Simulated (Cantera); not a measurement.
Charge: 1 mol PbI2, 27 mol H2, at 0.0150 Torr.

Method: chemical equilibrium by Gibbs-energy minimisation in Cantera with the NASA 1993 tables (ideal gas, pure condensed phases). Candidate condensed phases: I2, Pb, PbI2; 10 gas species. Kinetics and transport are ignored.

log p: log10 of the partial pressure in bar; nothing condenses.

| T (K) | log p H2 | log p H | log p I | log p Pb | log p HI | log p PbI | log p PbI2 |
|---|---|---|---|---|---|---|---|
| 1125 | -4.74 | -9.72 | -5.95 | -6.21 | -6.82 | -7.25 | -8.39 |
| 1200 | -4.74 | -9.08 | -5.91 | -6.19 | -7.03 | -7.75 | -9.49 |
| 1275 | -4.74 | -8.50 | -5.90 | -6.18 | -7.23 | -8.24 | -10.52 |
| 1350 | -4.74 | -8.00 | -5.89 | -6.18 | -7.41 | -8.68 | -11.45 |
| 1425 | -4.75 | -7.54 | -5.88 | -6.18 | -7.58 | -9.08 | -12.29 |
| 1500 | -4.75 | (withheld) | -5.88 | -6.18 | (withheld) | (withheld) | (withheld) |
| 1575 | -4.75 | (withheld) | -5.88 | -6.18 | (withheld) | (withheld) | (withheld) |
| 1650 | -4.75 | -6.42 | -5.88 | -6.18 | -8.01 | -10.08 | -14.38 |
| 1725 | -4.76 | -6.11 | -5.89 | -6.18 | -8.13 | -10.36 | -14.96 |
| 1800 | -4.78 | -5.84 | -5.89 | -6.19 | -8.26 | -10.63 | -15.51 |
| 1875 | -4.81 | -5.59 | -5.91 | -6.21 | -8.38 | -10.88 | -16.04 |

**Question.** What belongs in the gaps?

**Answer.** 
- 1500, log p H: -7.13
- 1500, log p HI: -7.73
- 1500, log p PbI: -9.44
- 1500, log p PbI2: -13.05
- 1575, log p H: -6.76
- 1575, log p HI: -7.88
- 1575, log p PbI: -9.77
- 1575, log p PbI2: -13.74
